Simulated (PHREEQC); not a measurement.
Na3PO4 is added in steps, without added water, to 1 kg of water holding 0.0078 mol/kgw KNO3 and 0.00033 mol/kgw H4SiO4, at 29 °C. O2 is buffered at 0.21 atm. The system is closed to CO2. Only these solids could form: SiO2(a).

Base run: PHREEQC, ion-association model, wateq4f.dat. Each further column changes one thing. The table gives HPO4-2 (mol/kgw).

```csv
Na3PO4 added (mol),base,all activity coefficients set to 1,Debye-Hückel limiting law,database phreeqc.dat,metal-ligand complexes left out
0,0,0,0,0,0
0.0018,0.00164,0.00167,0.00163,0.00164,0.00167
0.0033,0.00280,___,___,0.00279,0.00285
0.0051,0.00399,0.00427,0.00387,0.00396,0.00407
0.0069,0.00502,___,___,0.00495,0.00513
0.0087,0.00592,0.00664,0.00554,0.00581,0.00606
0.0102,0.00660,0.00753,___,0.00644,0.00676
0.012,0.00733,0.00853,___,0.00712,0.00752
```

**Question.** What belongs in the gaps?

**Answer.** 
- 0.0033, all activity coefficients set to 1: 0.00292
- 0.0033, Debye-Hückel limiting law: 0.00276
- 0.0069, all activity coefficients set to 1: 0.00551
- 0.0069, Debye-Hückel limiting law: 0.00478
- 0.0102, Debye-Hückel limiting law: 0.00608
- 0.012, Debye-Hückel limiting law: 0.00662

H3PO4, which wateq4f.dat lacks, is added to it with the constant of phreeqc.dat.  phreeqc.dat and wateq4f.dat share most of their constants, so their agreement is no independent check. Solids allowed in the column 'database phreeqc.dat': Quartz.
